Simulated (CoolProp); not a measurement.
The numbers come from the reference Helmholtz-energy equation of state, Lemmon 2003 in CoolProp. It is a pseudo-pure fit of the blend.

**Question.** For R410A, give the phase and the speed of sound (m/s), conductivity (mW/(m K)), Prandtl number, fugacity coefficient at 275.8 K and 10.3 MPa; 395.2 K and 10.3 MPa.

**Answer.** 
- 275.8 K and 10.3 MPa: liquid; speed of sound 643, conductivity 109, Prandtl number 2.42, fugacity coefficient 0.0924
- 395.2 K and 10.3 MPa: supercritical; speed of sound 185, conductivity 39.8, Prandtl number 2.38, fugacity coefficient 0.596

Viscosity comes from a separate model (Geller 2000). Thermal conductivity comes from a separate model (Geller 2001).
